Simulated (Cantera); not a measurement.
A freely propagating, adiabatic, planar premixed flame of CH₄ : O₂ : N₂ = 1 : 2.5 : 9.4 (molar parts), equivalence ratio 0.80, unburnt at 348 K and 82.5 Torr; mixture-averaged transport, grid criteria slope 0.08 and curve 0.16, no radiation.

Detailed kinetics in Cantera: GRI-Mech 3.0 (53 species, 325 reactions). Burning velocities carry a grid error of a few per cent, more on coarse grids.

What does this change do: inlet temperature 348 to 475 K?


| quantity | before | after |
|---|---|---|
| laminar burning velocity | 65.9 cm/s | 111 cm/s |
| thermal thickness | 2.99 mm | 2.71 mm |
| peak x(CH₂O) | 0.000711 | 0.000819 |
| peak x(C₂H₆) | 0.000547 | 0.000624 |
| peak x(CH₂) | 2.36e-5 | 3.04e-5 |
